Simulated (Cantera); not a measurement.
Input: 1 mol C₂F₆, 0.15 mol F₂, 12 mol H₂, held at 0.0100 bar.

Method: chemical equilibrium by Gibbs-energy minimisation in Cantera with the NASA 1993 tables (ideal gas, pure condensed phases). Candidate condensed phases: C, C₆H₆, C₇H₈, C₈H₁₈; 95 gas species. The feed counts by its element totals alone. Kinetics and transport are ignored.

Question: Which condensed phases are stable at each of these points (T (K)): 2023, 2123, 2223, 2323, 2423, 2523, 2623, 2723, 2823, 2923, 3023, 3123, 3223?

Answer: 
```tsv
T (K)	condensed phases	C condensed (%)
2023	C(graphite)	99.2
2123	C(graphite)	98.6
2223	C(graphite)	97.5
2323	C(graphite)	96.0
2423	C(graphite)	93.8
2523	C(graphite)	90.8
2623	C(graphite)	86.6
2723	C(graphite)	79.7
2823	C(graphite)	64.9
2923	C(graphite)	25.2
3023	gas only	0.0
3123	gas only	0.0
3223	gas only	0.0
```

From 2023 K to 2923 K the condensed part is C(graphite). From 3023 K to 3223 K nothing is condensed.
